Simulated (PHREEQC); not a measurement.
1 kg of water holding 0.088 mol CaCl2 meets 20 L of dry gas (N2 1 by moles) at fixed total pressure, at 50 °C; fugacities by Peng-Robinson. The gases take part in no redox reaction, some water evaporates into the gas, and hydrates or a liquid gas phase aren't modelled. Precipitation was switched off in this run.

The numbers come from PHREEQC with the ion-association model, phreeqc.dat.

| P (atm) | dissolved N2 (mol/kgw) | φ of N2 |
|---|---|---|
| 2 | 0.000909 | 1.000 |
| 5 | 0.00235 | [?] |
| 10 | 0.00473 | 0.998 |
| 20 | 0.00939 | 0.996 |
| 30 | [?] | 0.994 |
| 40 | 0.0184 | 0.993 |
| 50 | 0.0227 | 0.992 |
| 75 | [?] | 0.990 |
| 100 | 0.0430 | 0.990 |
| 150 | [?] | 0.994 |
| 200 | 0.0780 | [?] |
| 300 | 0.108 | 1.034 |
| 400 | 0.134 | 1.078 |

What belongs in the gaps?


- 5, φ of N2: 0.999
- 30, dissolved N2 (mol/kgw): 0.0139
- 75, dissolved N2 (mol/kgw): 0.0331
- 150, dissolved N2 (mol/kgw): 0.0612
- 200, φ of N2: 1.003

Constants without temperature data keep their 25 °C values here.
